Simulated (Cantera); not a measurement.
Feed: 1 mol BN, 27 mol H2O, 5.3 mol H2, held at 1025 K and 0.0133 bar.

Method: chemical equilibrium by Gibbs-energy minimisation in Cantera with the NASA 1993 tables (ideal gas, pure condensed phases). Candidate condensed phases: B, BN, B2O3, B3O3H3, H2O; 39 gas species. Gases not in the tables: H3BO3. Equilibrium is a limit: real reactors are often held back by kinetics, nucleation or transport.

Base state: H2O 0.775, H2 0.207, N2 0.0153, (HBO2)3 0.00194, HBO2 0.000333 (mole fractions); condensed: B2O3(l).

Task: What changes in the equilibrium state with this change: BN replaced by Si3N4?

Result: 
```
species                before   after
-------------------  --------  ------
H2O                     0.775   0.612
H2                      0.207   0.329
N2                     0.0153  0.0583
(HBO2)3               0.00194       0
HBO2                 0.000333       0
B2O3(l), mol            0.399       0
SiO2(β-quartz), mol         0    3.00
```
Further candidate phases: Si, SiO2, Si2N2O, Si3N4.
